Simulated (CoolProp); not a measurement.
Saturation properties of R115.

Values from CoolProp's reference Helmholtz-energy equation of state, Lemmon 2016.

| T (K) | p (MPa) | enthalpy of vaporisation (kJ/kg) | liquid cp (kJ/(kg K)) | vapour Z |
|---|---|---|---|---|
| 214.2 | 0.03812 | 132.5 | 0.9025 | 0.9792 |
| 221.9 | 0.05719 | 129.8 | 0.9140 | 0.9719 |
| 229.5 | 0.08275 | 127.0 | 0.9264 | 0.9631 |
| 237.1 | 0.1165 | 124.2 | 0.9399 | 0.9527 |
| 244.7 | 0.1600 | 121.1 | 0.9545 | 0.9405 |
| 252.3 | 0.2151 | 118.0 | 0.9703 | 0.9265 |
| 260 | 0.2846 | 114.6 | 0.9878 | 0.9103 |
| 267.6 | 0.3687 | 111.1 | 1.007 | 0.8922 |
| 275.2 | 0.4701 | 107.3 | 1.028 | 0.8719 |
| 282.8 | 0.5909 | 103.3 | 1.051 | 0.8493 |
| 290.4 | 0.7335 | 98.97 | 1.078 | 0.8240 |
| 298.1 | 0.9024 | 94.20 | 1.110 | 0.7953 |
| 305.7 | 1.096 | 89.02 | 1.149 | 0.7637 |
| 313.3 | 1.318 | 83.28 | 1.197 | 0.7280 |
| 320.9 | 1.573 | 76.79 | 1.264 | 0.6874 |

It boils at 233.9 K under 1 atm.
